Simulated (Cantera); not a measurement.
Roasting and sulfation: MgO + H2S + H2O

A closed system holds: 1 mol MgO, a varied amount of H2S, 1.8 mol H2O, held at 925 K and 0.220 bar.

Cantera equilibrium calculation (NASA polynomials, part measured and part estimated; ideal gas, pure solids and liquids). Candidate condensed phases: H2O, H2SO4, Mg, MgO, Mg(OH)2, MgS, MgSO4, S; 26 gas species. Gases not in the tables: S3 to S7. Equilibrium is a limit: real reactors are often held back by kinetics, nucleation or transport.

| n(H2S) (mol) | x H2O | x H2S | x H2 | x S2 | x SO2 | x S2O | n MgO(s) |
|---|---|---|---|---|---|---|---|
| 0.12 | 0.930 | 0.0570 | 0.00937 | 0.00158 | 0.00205 | 1.49e-5 | 1.00 |
| 0.22 | 0.883 | 0.100 | 0.0116 | 0.00319 | 0.00172 | 2.31e-5 | 1.00 |
| 0.39 | 0.814 | 0.165 | 0.0146 | 0.00545 | 0.00120 | 2.88e-5 | 1.00 |
| 0.7 | 0.712 | 0.260 | 0.0187 | 0.00827 | 0.000690 | 2.99e-5 | 1.00 |
| 1.2 | 0.592 | 0.373 | 0.0232 | 0.0110 | 0.000358 | 2.67e-5 | 1.00 |
| 2.2 | 0.443 | 0.514 | 0.0285 | 0.0140 | 0.000150 | 2.06e-5 | 1.00 |
| 3.9 | 0.310 | 0.640 | 0.0328 | 0.0163 | 5.99e-5 | 1.46e-5 | 1.00 |
x: gas mole fraction; n: condensed amount in mol.

From 0.12 mol H2S to 3.9 mol H2S the condensed part is MgO(s).
